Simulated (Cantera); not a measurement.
Cantera run, input and output.

```python
import numpy as np
import cantera as ct

gas = ct.Solution("h2o2.yaml")
gas.TPX = 1375, 1000000, {'H2': 1, 'O2': 1.35, 'N2': 5.08}
reactor = ct.IdealGasConstPressureReactor(gas, energy="on", clone=False)
net = ct.ReactorNet([reactor])
net.rtol, net.atol = 1e-08, 1e-16
show = ['H2', 'O2', 'H2O2', 'O', 'H', 'OH']
times = np.geomspace(6e-06, 0.3, 14)

steps = ct.SolutionArray(gas, extra=["t"])
rows = []
print(f"{'t/s':>10s}{'T/K':>9s}{'P/Pa':>11s}" + "".join(f"{s:>11s}" for s in show))
for t in times:
    while net.time < t:
        t_next = net.step()
        steps.append(gas.state, t=t_next)
    rows.append([np.interp(t, steps.t, y) for y in (steps.T, steps.P, *steps(*show).X.T)])
    print(f"{t:10.3e}{rows[-1][0]:9.1f}{rows[-1][1]:11.4g}" + "".join(f"{x:11.3e}" for x in rows[-1][2:]))
rate = np.gradient(steps.T, steps.t)
print("integrator steps:", len(steps.t))
if steps.T.max() > steps.T[0] + 200:
    print(f"time of steepest temperature rise: {steps.t[rate.argmax()]:.4e} s")
gas.TPX = 1375, 1000000, {'H2': 1, 'O2': 1.35, 'N2': 5.08}
gas.equilibrate("HP")
print(f"equilibrium (HP): T = {gas.T:.1f} K  " + "  ".join(f"{s} {gas[s].X[0]:.3e}" for s in show))
```

Output:

```
       t/s      T/K       P/Pa         H2         O2       H2O2          O          H         OH
 6.000e-06   2247.8      1e+06  1.567e-03  1.190e-01  1.027e-06  3.124e-03  6.895e-04  9.506e-03
 1.379e-05   2296.8      1e+06  3.488e-04  1.211e-01  6.902e-07  7.068e-04  7.309e-05  4.832e-03
 3.170e-05   2300.7      1e+06  2.703e-04  1.213e-01  6.911e-07  5.535e-04  5.098e-05  4.303e-03
 7.287e-05   2300.8      1e+06  2.698e-04  1.213e-01  6.912e-07  5.525e-04  5.084e-05  4.299e-03
 1.675e-04   2300.8      1e+06  2.698e-04  1.213e-01  6.912e-07  5.525e-04  5.084e-05  4.299e-03
 3.850e-04   2300.8      1e+06  2.698e-04  1.213e-01  6.912e-07  5.525e-04  5.084e-05  4.299e-03
 8.849e-04   2300.8      1e+06  2.698e-04  1.213e-01  6.912e-07  5.525e-04  5.084e-05  4.299e-03
 2.034e-03   2300.8      1e+06  2.698e-04  1.213e-01  6.912e-07  5.525e-04  5.084e-05  4.299e-03
 4.675e-03   2300.8      1e+06  2.698e-04  1.213e-01  6.912e-07  5.525e-04  5.084e-05  4.299e-03
 1.075e-02   2300.8      1e+06  2.698e-04  1.213e-01  6.912e-07  5.525e-04  5.084e-05  4.299e-03
 2.470e-02   2300.8      1e+06  2.698e-04  1.213e-01  6.912e-07  5.525e-04  5.084e-05  4.299e-03
 5.678e-02   2300.8      1e+06  2.698e-04  1.213e-01  6.912e-07  5.525e-04  5.084e-05  4.299e-03
 1.305e-01   2300.8      1e+06  2.698e-04  1.213e-01  6.912e-07  5.525e-04  5.084e-05  4.299e-03
 3.000e-01   2300.8      1e+06  2.698e-04  1.213e-01  6.912e-07  5.525e-04  5.084e-05  4.299e-03
integrator steps: 1023
time of steepest temperature rise: 3.1950e-06 s
equilibrium (HP): T = 2300.8 K  H2 2.698e-04  O2 1.213e-01  H2O2 6.912e-07  O 5.525e-04  H 5.084e-05  OH 4.299e-03
```

Model: the H2/O2 subset of GRI-Mech 3.0, which has no nitrogen chemistry, integrated in Cantera. The hydrogen kinetics of GRI-Mech 3.0 are dated; newer H2 mechanisms differ, most at raised pressure.
